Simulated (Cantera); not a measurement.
Input: 1 mol Pb, 0.049 mol CO, 85 mol N2, at 7.50 Torr.

Cantera equilibrium calculation (NASA polynomials, part measured and part estimated; ideal gas, pure solids and liquids). Candidate condensed phases: C, Pb, PbO, PbO2, Pb3O4; 27 gas species. Equilibrium is a limit: real reactors are often held back by kinetics, nucleation or transport.

Question: At 1248 K, list the 3 most abundant gas species with their mole fractions, and the condensed phases.

Answer: N2 0.988, Pb 0.0116, CO 0.000569. Condensed: gas only.
